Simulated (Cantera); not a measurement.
Charge: 1 mol SiCl₄, 0.14 mol NO, 16 mol O₂, equilibrated at 652 °C and 10.0 mbar.

These are equilibrium values from Cantera (NASA tables, ideal gas, pure condensed phases), not measurements of a reactor. Candidate condensed phases: Si, SiO₂, Si₂N₂O, Si₃N₄; 23 gas species. Rates play no part.

Base state: O₂ 0.879, Cl₂ 0.116, N₂ 0.00408, Cl 0.000395 (mole fractions); condensed: SiO₂(β-quartz).

Question: What changes in the equilibrium state with this change: SiCl₄ replaced by SiF₄?

Answer: 
```json
[
 {"species": "O₂", "before": "0.879", "after": "0.938"},
 {"species": "SiF₄", "before": "0", "after": "0.0583"},
 {"species": "N₂", "before": "0.00408", "after": "0.00408"},
 {"species": "Cl₂", "before": "0.116", "after": "0"},
 {"species": "Cl", "before": "0.000395", "after": "0"},
 {"species": "SiO₂(β-quartz), mol", "before": "1.00", "after": "0"}
]
```

Question: What changes in the equilibrium state with this change: temperature from 652 °C to 1600 °C?

Answer: 
```json
[
 {"species": "O₂", "before": "0.879", "after": "0.787"},
 {"species": "Cl", "before": "0.000395", "after": "0.205"},
 {"species": "N₂", "before": "0.00408", "after": "0.00333"},
 {"species": "Cl₂", "before": "0.116", "after": "0.00217"},
 {"species": "O", "before": "<1e-9", "after": "0.00210"},
 {"species": "NO", "before": "1.89e-6", "after": "0.000664"},
 {"species": "ClO", "before": "2.87e-6", "after": "0.000303"},
 {"species": "SiO₂(β-quartz), mol", "before": "1.00", "after": "0"},
 {"species": "SiO₂(condensed), mol", "before": "0", "after": "1.000"}
]
```
The tables hold silica as quartz up to 1696 K and as liquid above; real silica turns to tridymite and cristobalite and melts near 1996 K.

Question: What changes in the equilibrium state with this change: NO from 0.14 to 3.1 mol?

Answer: 
| species | before | after |
|---|---|---|
| O₂ | 0.879 | 0.823 |
| Cl₂ | 0.116 | 0.0993 |
| N₂ | 0.00408 | 0.0771 |
| Cl | 0.000395 | 0.000365 |
| SiO₂(β-quartz), mol | 1.00 | 1.00 |
